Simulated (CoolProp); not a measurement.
A Linde-Hampson liquefier for normal hydrogen: isothermal reversible compression at 280 K from 1 atm to 10 MPa, throttling to 1 atm, return gas leaving the recuperator 2 K below the feed. Each further row changes one setting.

The numbers come from the reference Helmholtz-energy equation of state, Leachman 2009 in CoolProp.

```csv
case,compression work (kJ/kg of gas)
as stated,5370
high pressure 20 MPa,6250
warm-end temperature 310 K,5940
warm-end gap 7 K,5370
```
